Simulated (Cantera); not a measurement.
Input (Python, Cantera) and output of one run.

```python
import numpy as np
import cantera as ct

gas_names = [...]  # 123 gases of nasa_gas.yaml made of C, H, O, Si
cond_names = """
    C(gr) C6H6(L) C7H8(L) C8H18(L),n-octa H2O(s) H2O(L) Si(cr) Si(L) SiC(b) SiO2(Lqz) SiO2(hqz) SiO2(L)
""".split()


# ... load() reads the species with a 1 bar reference pressure and builds the phases ...
atoms = {
    'SiO2': {'Si': 1, 'O': 2},
    'CO': {'C': 1, 'O': 1},
    'H2': {'H': 2},
    'CH4': {'C': 1, 'H': 4},
}
top_T = {'C(gr)': 4500, 'SiC(b)': 3050}  # K; cautious upper limits of use, not melting points


# ... equilibrate(T, P, feed) seeds the gas with the atoms and calls Mixture.equilibrate('TP', solver="vcs", rtol=1e-11, max_steps=5000) ...
results = []
feed = {'SiO2': 1, 'CO': 2.7, 'H2': 0.14, 'CH4': 2.7}  # mol
P = 1333.22  # Pa
for T in [1325, 1425, 1525, 1625, 1725, 1825, 1925, 2025, 2125, 2225, 2325]:
    mix = equilibrate(T, P, feed)
    results.append((T, P, feed, dict(zip(mix.species_names, mix.species_moles))))

top = {s: max(r[3][s] / sum(r[3][g] for g in gas_names) for r in results) for s in gas_names}
cols = sorted((s for s in top if top[s] > 0.001), key=lambda s: -top[s])[:9]
seen = [c for c in cond_names if any(r[3].get(c, 0) > 1e-12 for r in results)]
print("log10 of partial pressures in bar; condensed amounts in mol")
print(f"{'T/K':>10s}" + "".join(f"{s[:9]:>10s}" for s in cols + seen))
for T, P, feed, n in results:
    ng = sum(n[g] for g in gas_names)
    print(f"{T:10.4g}" + "".join(f"{np.log10(max(n[s] / ng * P / 1e5, 1e-99)):10.3f}" for s in cols)
          + "".join(f"{n.get(c, 0):10.4g}" for c in seen))
```

Output:

```
log10 of partial pressures in bar; condensed amounts in mol
       T/K        H2        CO         H       SiO        Si C2H2,acet      SiC2      Si2C     C(gr)    SiC(b) SiO2(hqz)
      1325    -2.048    -2.360    -6.810    -6.761   -13.831    -8.118   -17.329   -18.663       2.7         0    0.9999
      1425    -2.134    -2.224    -6.233    -5.037   -11.045    -7.625   -14.135   -14.133         0    0.8977    0.0954
      1525    -2.139    -2.226    -5.696    -3.889    -9.320    -8.057   -12.986   -12.053         0    0.8672   0.03428
      1625    -2.142    -2.227    -5.223    -3.709    -8.222    -7.608   -11.568   -10.647         0      0.85         0
      1725    -2.143    -2.228    -4.802    -3.709    -7.332    -7.050   -10.238    -9.487         0    0.8499         0
      1825    -2.144    -2.228    -4.428    -3.710    -6.540    -6.554    -9.057    -8.457         0    0.8497         0
      1925    -2.146    -2.229    -4.092    -3.711    -5.832    -6.112    -8.001    -7.537         0    0.8487         0
      2025    -2.150    -2.230    -3.791    -3.716    -5.196    -5.714    -7.050    -6.713         0    0.8455         0
      2125    -2.157    -2.233    -3.519    -3.734    -4.627    -5.345    -6.184    -5.974         0    0.8348         0
      2225    -2.171    -2.237    -3.274    -3.791    -4.129    -4.977    -5.379    -5.324         0    0.8005         0
      2325    -2.195    -2.245    -3.056    -3.932    -3.717    -4.570    -4.603    -4.773         0    0.6966         0
```

Method: chemical equilibrium by Gibbs-energy minimisation in Cantera with the NASA 1993 tables (ideal gas, pure condensed phases). Mutual solubility and eutectic melting of coexisting phases are not modelled. The tables hold silica as quartz up to 1696 K and as liquid above; real silica turns to tridymite and cristobalite and melts near 1996 K. Gases not in the tables: Si2H6 and higher silanes.
